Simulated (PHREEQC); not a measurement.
**Acid rinse or clean with metal-bearing waste water: an equilibrium model**

Solution A (0.0038 mol/kgw H2SO4, 0.0029 mol/kgw NaCl and 0.037 mol/kgw CuCl2) is mixed with solution B (0.0013 mol Al2(SO4)3, 0.00037 mol MgSO4 and 4.1e-05 mol NaCl per kg of water) at 25 °C; shares are by mass of water, 1 kg in all. Oxygen is held at 0.21 atm. CO2 from the air is kept out. The run lets Brucite, Gibbsite, Cu(OH)2, Brochantite, Antlerite, Atacamite, Basaluminite, Halite, Mirabilite, Epsomite, Chalcanthite precipitate or redissolve, and no other solid.

The series has 21 steps of share of solution B, from 0 to 1.

The numbers come from PHREEQC with the ion-association model, wateq4f.dat.

Question: Which solids form, in which order, and at which step of the series does each first stand?

Answer: Gibbsite from share of solution B = 1 (pH 3.87).
